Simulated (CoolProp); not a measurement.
Vapour-liquid equilibrium of R143a (1) + R152A (2) at -54.25 °C; x and y are mole fractions of (1).

The numbers come from the multi-fluid Helmholtz-energy mixture model, Lemmon and Jacobsen 2000 and Outcalt 1996; pair parameters Bell 2016 in CoolProp.

Give the bubble pressure and the first vapour's composition at x = 0.05, 0.45, 0.65. Is there an azeotrope?

x = 0.05: 25.03 kPa, y = 0.185; x = 0.45: 47.48 kPa, y = 0.731; x = 0.65: 56.53 kPa, y = 0.846. No azeotrope shows between x = 0.05 and 0.95.

The pair parameters rest on a limited set of measurements; away from them the model extrapolates.
